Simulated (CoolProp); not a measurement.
The numbers come from the reference Helmholtz-energy equation of state, Thol 2019 in CoolProp.

### Question
For n-pentane, give the phase and the speed of sound (m/s), expansivity (1/kK) at 403.8 K and 194 bar.

### Answer
- 403.8 K and 194 bar: liquid; speed of sound 789, expansivity 1.67
